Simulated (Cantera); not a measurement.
Input (Python, Cantera):

```python
import numpy as np
import cantera as ct

gas = ct.Solution("gri30.yaml")
gas.TPX = 1100, 24000, {'N2O': 1, 'N2': 0.46}
inlet = ct.Reservoir(gas, clone=True)

reactor = ct.IdealGasConstPressureReactor(gas, energy="off", clone=False)
exhaust = ct.Reservoir(gas, clone=True)
tau = [15, 5.1, 1.7, 0.58, 0.2, 0.066, 0.022, 0.0075, 0.0025, 0.00085][0]
for a, b in ((inlet, reactor), (reactor, exhaust)):
    ct.MassFlowController(a, b, mdot=lambda t: reactor.mass / tau)
net = ct.ReactorNet([reactor])
show = ['N2O', 'NO', 'O2', 'O', 'NO2', 'N2']

rows = []
print(f"{'tau/s':>10s}{'T/K':>9s}" + "".join(f"{s:>11s}" for s in show))
for tau in [15, 5.1, 1.7, 0.58, 0.2, 0.066, 0.022, 0.0075, 0.0025, 0.00085]:
    net.initial_time = 0.0
    net.advance(30 * tau)
    before = gas.X
    net.advance(40 * tau)
    drift = np.max(np.abs(gas.X - before) / (gas.X + 1e-9))
    rows.append([gas.T, *gas[show].X, drift])
    print(f"{tau:10.3e}{gas.T:9.1f}" + "".join(f"{x:11.3e}" for x in gas[show].X))
```

Result:

```
     tau/s      T/K        N2O         NO         O2          O        NO2         N2
 1.500e+01   1100.0  5.030e-01  9.000e-03  6.322e-02  3.126e-07  2.930e-05  4.247e-01
 5.100e+00   1100.0  6.089e-01  3.818e-03  2.638e-02  3.221e-07  1.195e-05  3.608e-01
 1.700e+00   1100.0  6.574e-01  1.390e-03  9.542e-03  3.257e-07  3.947e-06  3.316e-01
 5.800e-01   1100.0  6.753e-01  4.890e-04  3.349e-03  3.268e-07  1.100e-06  3.209e-01
 2.000e-01   1100.0  6.816e-01  1.705e-04  1.166e-03  3.272e-07  2.398e-07  3.171e-01
 6.600e-02   1100.0  6.838e-01  5.648e-05  3.860e-04  3.271e-07  3.674e-08  3.157e-01
 2.200e-02   1100.0  6.846e-01  1.883e-05  1.286e-04  3.266e-07  4.697e-09  3.153e-01
 7.500e-03   1100.0  6.848e-01  6.393e-06  4.366e-05  3.251e-07  5.698e-10  3.151e-01
 2.500e-03   1100.0  6.849e-01  2.102e-06  1.436e-05  3.207e-07  6.276e-11  3.151e-01
 8.500e-04   1100.0  6.849e-01  6.876e-07  4.696e-06  3.085e-07  6.755e-12  3.151e-01
```

Model: GRI-Mech 3.0 (53 species, 325 reactions), integrated in Cantera. GRI-Mech 3.0 was tuned for natural gas; its chemistry of N2O as a main component is partial and can be far from experiment. The mechanism lacks the step 2 NO + O2 → 2 NO2, which can matter for NO2 below about 1400 K. The temperature is held fixed by assumption; the heat of reaction is taken as removed at once.
